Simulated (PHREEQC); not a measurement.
Consider water at 20 °C with 4.6 mmol/kgw HF, 8 mmol/kgw NaF and 4.4 mmol/kgw H2SiF6. Closed to the air; pH follows from the charge balance.

All values are PHREEQC results (ion-association model, phreeqc.dat), not measurements.

| Quantity | Value |
|---|---|
| pH | 2.50 |
| ionic strength | 0.0159 mol/kgw |
| total alkalinity | -31.0 meq/kg |

```csv
species,molality,activity,log γ
HF,0.00981,0.00984,0.002
Na+,0.00799,0.00707,-0.053
SiF6-2,0.00440,0.00270,-0.211
H+,0.00350,0.00314,-0.046
F-,0.00260,0.00228,-0.056
HF2-,9.37e-5,8.27e-5,-0.054
```

No solid was allowed to form. SiF6-2 is the database's only silicon fluoride.
